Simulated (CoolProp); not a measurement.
Vapour-liquid equilibrium of CH2F2 (R32) (1) + R227EA (2) at -69.05 °C; x and y are mole fractions of (1).

Values from CoolProp's multi-fluid Helmholtz-energy mixture model, Tillner-Roth 1997 and Lemmon 2016; pair parameters Bell 2016.

```
x     bubble pressure (bar)  y at the bubble point  dew pressure at overall composition x (bar)  liquid density (mol/L)
----  ---------------------  ---------------------  -------------------------------------------  ----------------------
0.05                0.07633                  0.377                                      0.05229                   10.41
0.15                 0.1295                  0.669                                      0.05785                   11.13
0.25                 0.1783                  0.785                                      0.06475                   11.94
0.35                 0.2199                  0.845                                      0.07351                   12.86
0.45                 0.2539                  0.880                                      0.08502                   13.91
0.55                 0.2814                  0.905                                       0.1008                   15.13
0.65                 0.3046                  0.924                                       0.1238                   16.55
0.75                 0.3257                  0.942                                       0.1601                   18.23
0.85                 0.3469                  0.961                                       0.2246                   20.26
0.95                 0.3699                  0.985                                       0.3353                   22.75
```

No azeotrope shows between x = 0.05 and 0.95.

The pair parameters rest on a limited set of measurements; away from them the model extrapolates.
